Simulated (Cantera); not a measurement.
A closed system holds: 1 mol HF, 3.6 mol O₂, held at 36.0 bar.

Method: chemical equilibrium by Gibbs-energy minimisation in Cantera with the NASA 1993 tables (ideal gas, pure condensed phases). Candidate condensed phases: H₂O; 22 gas species. The ideal-gas law is rough above about 30 bar. Equilibrium is a limit: real reactors are often held back by kinetics, nucleation or transport.

### Question
At 2598 K, list the 6 most abundant gas species with their mole fractions, and the condensed phases.

### Answer
O₂ 0.778, HF 0.214, O 0.00339, F 0.00286, OH 0.00105, H₂O 0.000904. Condensed: gas only.
